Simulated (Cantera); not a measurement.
Cantera run:

```python
import numpy as np
import cantera as ct

gas_names = """
    CL CL2 H HCL H2 Si SiCL SiCL2 SiCL3 SiCL4 SiH SiHCL3 SiH2 SiH2CL2 SiH3 SiH3CL SiH4 Si2 Si3
""".split()
cond_names = """
    Si(cr) Si(L)
""".split()


# ... load() reads the species with a 1 bar reference pressure and builds the phases ...
atoms = {
    'Si': {'Si': 1},
    'HCl': {'H': 1, 'CL': 1},
    'H2': {'H': 2},
}
top_T = {}  # K; cautious upper limits of use, not melting points


# ... equilibrate(T, P, feed) seeds the gas with the atoms and calls Mixture.equilibrate('TP', solver="vcs", rtol=1e-11, max_steps=5000) ...
results = []
feed = {'Si': 1, 'HCl': 1.3, 'H2': 18}  # mol
P = 250000  # Pa
for T in [923, 973, 1023, 1073, 1123, 1173, 1223, 1273, 1323]:
    mix = equilibrate(T, P, feed)
    results.append((T, P, feed, dict(zip(mix.species_names, mix.species_moles))))

top = {s: max(r[3][s] / sum(r[3][g] for g in gas_names) for r in results) for s in gas_names}
cols = sorted((s for s in top if top[s] > 1e-06), key=lambda s: -top[s])[:8]
seen = [c for c in cond_names if any(r[3].get(c, 0) > 1e-12 for r in results)]
print("log10 of partial pressures in bar; condensed amounts in mol")
print(f"{'T/K':>10s}" + "".join(f"{s[:9]:>10s}" for s in cols + seen))
for T, P, feed, n in results:
    ng = sum(n[g] for g in gas_names)
    print(f"{T:10.4g}" + "".join(f"{np.log10(max(n[s] / ng * P / 1e5, 1e-99)):10.3f}" for s in cols)
          + "".join(f"{n.get(c, 0):10.4g}" for c in seen))
```

Output:

```
log10 of partial pressures in bar; condensed amounts in mol
       T/K        H2       HCL    SiHCL3     SiCL4     SiCL2   SiH2CL2     SiCL3    SiH3CL    Si(cr)
       923     0.388    -2.211    -1.568    -1.719    -4.652    -2.426    -3.988    -3.892    0.6203
       973     0.388    -2.008    -1.583    -1.727    -4.197    -2.419    -3.691    -3.853    0.6282
      1023     0.387    -1.827    -1.602    -1.743    -3.791    -2.416    -3.429    -3.820    0.6391
      1073     0.386    -1.666    -1.626    -1.766    -3.428    -2.419    -3.199    -3.793    0.6531
      1123     0.385    -1.523    -1.659    -1.801    -3.106    -2.429    -3.001    -3.772    0.6703
      1173     0.384    -1.397    -1.702    -1.850    -2.820    -2.447    -2.832    -3.758    0.6903
      1223     0.382    -1.287    -1.758    -1.917    -2.570    -2.475    -2.694    -3.751    0.7122
      1273     0.380    -1.194    -1.832    -2.008    -2.355    -2.515    -2.590    -3.753    0.7346
      1323     0.379    -1.116    -1.927    -2.127    -2.174    -2.570    -2.519    -3.763     0.756
```

Cantera equilibrium calculation (NASA polynomials, part measured and part estimated; ideal gas, pure solids and liquids). The tables' values for SiCl3 are old estimates; treat these amounts as uncertain.
